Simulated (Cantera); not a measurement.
Ignition delay

Mixture: CO : H2 : CH4 : O2 : N2 : CO2 = 1 : 0.1 : 0.38 : 0.655 : 2.46 : 0.017 (molar parts), equivalence ratio 2.0, at 240000 Pa, adiabatic and at constant volume. Ignition delay is the time to a rise of 400 K.

Computed with Cantera and GRI-Mech 3.0 (53 species, 325 reactions).

```
T0 (K)  delay (ms)
------  ----------
1148          7.41
1248          2.80
1348          1.07
1448         0.434
1548         0.192
1648        0.0943
1748        0.0505
```

```yaml
apparent activation energy between 1548 and 1748 K: 150 kJ/mol
```
